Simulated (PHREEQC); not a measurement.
A solution holds 0.042 mol KHCO3 per kg of water, at 9 °C. Closed to the air; pH follows from the charge balance.

Computed with PHREEQC (ion-association model, phreeqc.dat).

Problem. The ionic strength comes out as 0.0425 mol/kgw. What activity coefficients do CO3-2, HCO3-, K+ get?

Solution. CO3-2 0.50, HCO3- 0.84, K+ 0.83.

This is a speciation only: nothing precipitates in the calculation. Species that the database lacks are ignored. At this temperature some constants are extrapolated from 25 °C, and those without enthalpy data are left unchanged.
